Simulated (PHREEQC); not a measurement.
Solution (15 °C): 3.1 mmol/kgw CuCl2 and 0.76 mmol/kgw NaCl. Closed to the air; pH follows from the charge balance.

Computed with PHREEQC (ion-association model, wateq4f.dat).

This is a speciation only: nothing precipitates in the calculation.

Question: What pH does the model give?

Answer: pH 5.12.
